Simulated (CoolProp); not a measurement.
Sulfur dioxide along the isotherm -36.85 °C: density (kg/m³) from the reference equation and from simpler models built on Tc = 157.5 °C, pc = 7.887 MPa, ω = 0.256; each cubic takes its own stable root.

Values from CoolProp's reference Helmholtz-energy equation of state, Gao 2016.

| p (MPa) | phase | reference |
|---|---|---|
| 0.0374 | liquid | 1531 |
| 0.0768 | liquid | 1531 |
| 0.158 | liquid | 1531 |
| 0.324 | liquid | 1531 |
| 0.665 | liquid | 1531 |
| 1.37 | liquid | 1532 |
| 2.81 | liquid | 1534 |
| 5.76 | liquid | 1538 |
| 11.8 | liquid | 1545 |

### Question
How far does each simpler model (Redlich-Kwong, Soave-Redlich-Kwong) lie from the reference over these 9 states: mean and median of the absolute difference, and the worst?

### Answer
- Redlich-Kwong: mean 22.7 %, median 13.1 %, worst -99.9 % at -36.85 °C and 0.0374 MPa
- Soave-Redlich-Kwong: mean 10.9 %, median 10.9 %, worst -10.9 % at -36.85 °C and 0.0374 MPa

At some of these states Redlich-Kwong gives the other phase, because its saturation line lies elsewhere.
